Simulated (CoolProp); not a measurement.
Vapour-liquid equilibrium of benzene (1) + octamethylcyclotetrasiloxane (D4) (2) at 0.571 MPa; x and y are mole fractions of (1).

The numbers come from the multi-fluid Helmholtz-energy mixture model, Thol 2012 and Thol 2015; pair parameters Bell 2016 in CoolProp.

```csv
x,"bubble temperature, mixture model (°C)","bubble temperature, Raoult's law (°C)","y, mixture model","y, Raoult's law"
0.05,…,246.0,0.128,0.248
0.2,228.9,215.9,…,0.645
0.35,206.5,195.2,0.722,0.816
0.5,…,180.1,0.854,0.901
0.65,…,168.4,0.927,0.949
0.8,…,159.1,…,0.977
0.95,…,151.3,0.995,0.995
```

Q: What belongs in the gaps?

A: 
- 0.05, bubble temperature, mixture model (°C): 252.2
- 0.2, y, mixture model: 0.483
- 0.5, bubble temperature, mixture model (°C): 188.1
- 0.65, bubble temperature, mixture model (°C): 173.6
- 0.8, bubble temperature, mixture model (°C): 161.7
- 0.8, y, mixture model: 0.970
- 0.95, bubble temperature, mixture model (°C): 151.8

The largest gap from Raoult's law is +13.0 K in bubble temperature, at x = 0.2. No azeotrope shows between x = 0.05 and 0.95.

Pair parameters are fitted to limited data, so mixtures are less certain than the pure fluids.
